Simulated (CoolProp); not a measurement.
Oxygen at 485.14 K and 0.211 MPa flows at 0.16 m/s in a round tube of 50 mm bore and 15 µm roughness, fully developed (64/Re and Nu = 3.66 if laminar; Colebrook and Gnielinski if turbulent). Each further row changes one setting.

Model: reference Helmholtz-energy equation of state, Schmidt 1985, in CoolProp.

```
case               Reynolds number  Darcy friction factor  pressure drop (Pa/m)  heat-transfer coefficient (W/(m² K))  mass flow (kg/h)
-----------------  ---------------  ---------------------  --------------------  ------------------------------------  ----------------
as stated                      [?]                  0.143                   [?]                                  2.93               [?]
velocity 0.32 m/s              897                 0.0713                 0.122                                  2.93               [?]
diameter 100 mm                897                 0.0713                0.0153                                   [?]              7.57
```

**Question.** Some entries are withheld; supply them.

**Answer.** 
- as stated, Reynolds number: 449
- as stated, pressure drop (Pa/m): 0.0611
- as stated, mass flow (kg/h): 1.89
- velocity 0.32 m/s, mass flow (kg/h): 3.78
- diameter 100 mm, heat-transfer coefficient (W/(m² K)): 1.47

Above 300 K oxygen's equation is extrapolated.

Viscosity comes from a separate model (Lemmon 2004). Thermal conductivity comes from a separate model (Lemmon 2004).
